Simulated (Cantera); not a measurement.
Feed: 1 mol C2H4, a varied amount of CO2, 2.9 mol H2, 0.023 mol O2, at 1375 °C and 1.33 mbar.

Equilibrium computed with Cantera from the NASA thermochemical tables; the gas is ideal and each condensed phase is pure. Candidate condensed phases: C, C6H6, C7H8, C8H18, H2O; 110 gas species. Equilibrium is a limit: real reactors are often held back by kinetics, nucleation or transport.

Question: What share of the C ends up in condensed phases as a function of n(CO2) (mol), at 0.44, 0.87, 1.3, 1.7, 2.1, 2.6, 3, 3.4?

Answer: 
```csv
n(CO2) (mol),C condensed (%),as
0.44,62.0,C(graphite)
0.87,37.8,C(graphite)
1.3,19.8,C(graphite)
1.7,6.9,C(graphite)
2.1,0.0,-
2.6,0.0,-
3,0.0,-
3.4,0.0,-
```
